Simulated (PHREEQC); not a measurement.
Dissolve 0.869 mol/kgw KCl, 0.23 mol/kgw K2SO4 and 1.8 mol/kgw MgCl2 at 25 °C. Closed to the air; pH follows from the charge balance.

Computed with PHREEQC (Pitzer model, pitzer.dat).

Task: The ionic strength comes out as 6.96 mol/kgw. What activity coefficients do Cl-, Mg+2, MgOH+, SO4-2, K+ get?

Result: Cl- 0.64, Mg+2 2.6, MgOH+ 0.84, SO4-2 0.0062, K+ 0.87. Single-ion values are on the MacInnes scale.

No solid was allowed to form.
